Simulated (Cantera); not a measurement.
# Thermodynamics of carbon deposition, reforming and gasification, feed C2H6 + NH3 + N2 + H2

A closed system holds: 1 mol C2H6, 0.12 mol NH3, 13 mol N2, 19 mol H2, equilibrated at 2452 °C and 18.0 bar.

These are equilibrium values from Cantera (NASA tables, ideal gas, pure condensed phases), not measurements of a reactor. Candidate condensed phases: C, C6H6, C7H8, C8H18; 92 gas species. Kinetics and transport are ignored.

| Property | Value |
|---|---|
| x(H2) | 0.591 |
| x(N2) | 0.348 |
| x(HCN) | 0.0362 |
| x(H) | 0.0113 |
| x(C2H2 (acetylene)) | 0.00692 |
| x(HNC) | 0.00537 |
| x(CH4) | 0.000458 |
| x(CH3) | 0.000149 |
| x(CN) | 5.35e-5 |
| gas amount | 35.42 mol |
| log10 activity of C(graphite) (absent) | -0.17 |
